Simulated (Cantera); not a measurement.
A perfectly stirred reactor is fed with 2.45 % CO, 5.58 % O₂, 7.36 % H₂O, 84.6 % N₂, at 1000000 Pa; it is held at 875 K, and followed from long to short residence time.

Detailed kinetics in Cantera: GRI-Mech 3.0 (53 species, 325 reactions).

### Question
Predict: x(CO) at τ = 18.0 s; x(O₂) at τ = 18.0 s; x(H₂O) at τ = 18.0 s; x(N₂O) at τ = 18.0 s; x(CO) at τ = 0.130 s; x(O₂) at τ = 0.130 s; x(H₂O) at τ = 0.130 s.

### Answer
| Quantity | Value |
|---|---|
| x(CO) at τ = 18.0 s | 0.0146 |
| x(O₂) at τ = 18.0 s | 0.0511 |
| x(H₂O) at τ = 18.0 s | 0.0740 |
| x(N₂O) at τ = 18.0 s | 1.27e-8 |
| x(CO) at τ = 0.130 s | 0.0245 |
| x(O₂) at τ = 0.130 s | 0.0558 |
| x(H₂O) at τ = 0.130 s | 0.0736 |
